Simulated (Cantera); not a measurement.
## Adiabatic ignition

An adiabatic, constant-volume homogeneous reactor starts with 16.3 % CH₄, 0.653 % C₂H₆, 17.5 % O₂, 65.6 % N₂, equivalence ratio 2.0, at 1625 K and 300000 Pa.

Computed with Cantera and GRI-Mech 3.0 (53 species, 325 reactions).

```
t (s)     T (K)  P (bar)     x CH₄   x C₂H₆     x O₂  x CH₂CO     x C₂H
--------  -----  -------  --------  -------  -------  -------  --------
4.00e-6    1623     3.00     0.163  0.00633    0.174  5.11e-9    <1e-12
1.09e-5    1622     3.00     0.162  0.00606    0.174  3.54e-7    <1e-12
2.99e-5    1631     3.02     0.159  0.00573    0.172  1.33e-5  2.19e-11
8.18e-5    1860     3.53     0.112  0.00304    0.134  0.00118   1.09e-7
0.000224   2883     6.34  1.33e-10   <1e-12  9.22e-5   <1e-12    <1e-12
0.000612   2883     6.34  1.33e-10   <1e-12  9.20e-5   <1e-12    <1e-12
0.00167    2883     6.34  1.33e-10   <1e-12  9.20e-5   <1e-12    <1e-12
0.00458    2883     6.34  1.33e-10   <1e-12  9.20e-5   <1e-12    <1e-12
0.0125     2883     6.34  1.33e-10   <1e-12  9.20e-5   <1e-12    <1e-12
0.0342     2883     6.34  1.33e-10   <1e-12  9.20e-5   <1e-12    <1e-12
0.0936     2883     6.34  1.33e-10   <1e-12  9.20e-5   <1e-12    <1e-12
0.256      2883     6.34  1.33e-10   <1e-12  9.20e-5   <1e-12    <1e-12
0.700      2883     6.34  1.33e-10   <1e-12  9.20e-5   <1e-12    <1e-12
```
x: mole fraction; the columns are a selection and need not sum to one.

The time of steepest temperature rise comes out as 89.3 µs and the temperature at 0.700 s is 2883 K. The equilibrium temperature is 2883 K and the x(CH₄) at 0.700 s is 1.33e-10 (gas-phase equilibrium 1.50e-10). The x(C₂H₆) at 0.700 s comes out as <1e-12 (gas-phase equilibrium <1e-12) and the x(O₂) at 0.700 s is 9.20e-5 (gas-phase equilibrium 9.20e-5).
